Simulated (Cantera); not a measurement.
Input: 1 mol C6H6, 0.066 mol NH3, 13 mol H2, held at 927 °C and 13.3 mbar.

Cantera equilibrium calculation (NASA polynomials, part measured and part estimated; ideal gas, pure solids and liquids). Candidate condensed phases: C, C6H6, C7H8, C8H18; 92 gas species. Rates play no part.

Base state: H2 0.998, N2 0.00204, CH4 0.000210 (mole fractions); condensed: C(graphite).

What changes in the equilibrium state with this change: temperature from 927 °C to 350 °C?


```tsv
species	before	after
H2	0.998	0.682
CH4	0.000210	0.315
N2	0.00204	0.00268
NH3	1.15e-7	1.10e-5
C(graphite), mol	6.00	2.14
```
